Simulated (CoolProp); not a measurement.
Vapour-liquid equilibrium of R113 (1) + n-hexane (2) at -22.75 °C; x and y are mole fractions of (1).

Computed with CoolProp (multi-fluid Helmholtz-energy mixture model, Marx 1992 and Thol 2019; pair parameters Bell 2016).

```tsv
x	bubble pressure (MPa)	y at the bubble point	dew pressure at overall composition x (MPa)	liquid density (mol/L)
0.05	0.001826	(withheld)	0.001627	8.123
0.125	(withheld)	0.365	0.001732	8.178
0.2	0.002474	(withheld)	0.001851	8.234
0.275	0.002737	0.570	0.001985	8.291
0.35	0.002970	0.637	0.002139	8.350
0.425	0.003180	0.691	0.002316	8.411
0.5	0.003372	0.738	0.002520	8.473
0.575	0.003550	0.780	0.002753	8.537
0.65	0.003718	0.819	0.003020	8.603
0.725	0.003877	(withheld)	0.003317	8.670
0.8	0.004031	0.894	0.003634	8.739
0.875	0.004180	0.932	0.003952	8.811
0.95	0.004326	0.972	0.004246	8.884
```

Some entries are withheld; supply them.


- 0.05, y at the bubble point: 0.185
- 0.125, bubble pressure (MPa): 0.002173
- 0.2, y at the bubble point: 0.484
- 0.725, y at the bubble point: 0.857

No azeotrope shows between x = 0.05 and 0.95.

The pair parameters rest on a limited set of measurements; away from them the model extrapolates.
